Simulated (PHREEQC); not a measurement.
Solution (25 °C): 2.1 mol/kgw MgSO4. It is in equilibrium with CO2 at log p = -3.5 (atm). Otherwise closed; pH follows from the charge balance.

All values are PHREEQC results (Pitzer model, pitzer.dat), not measurements.

```
Property                    Value
-------------------  ------------
pH                           5.55
ionic strength       8.40 mol/kgw
activity of water           0.950
density               1.219 g/cm³
osmotic coefficient         0.684
```

```json
[
 {"species": "Mg+2", "molality": "2.10", "activity": "0.552", "log γ": "-0.580"},
 {"species": "SO4-2", "molality": "2.10", "activity": "0.0181", "log γ": "-2.065"},
 {"species": "HCO3-", "molality": "7.65e-6", "activity": "1.64e-6", "log γ": "-0.670"},
 {"species": "HSO4-", "molality": "5.84e-6", "activity": "4.90e-6", "log γ": "-0.076"},
 {"species": "CO2", "molality": "3.64e-6", "activity": "1.08e-5", "log γ": "0.471"},
 {"species": "H+", "molality": "2.51e-6", "activity": "2.84e-6", "log γ": "0.054"},
 {"species": "MgOH+", "molality": "5.74e-7", "activity": "2.86e-7", "log γ": "-0.302"},
 {"species": "OH-", "molality": "3.95e-8", "activity": "3.38e-9", "log γ": "-1.068"},
 {"species": "CO3-2", "molality": "3.00e-8", "activity": "2.64e-11", "log γ": "-3.056"}
]
```

No solid was allowed to form. In brines, pH and single-ion activities rest on the MacInnes convention.
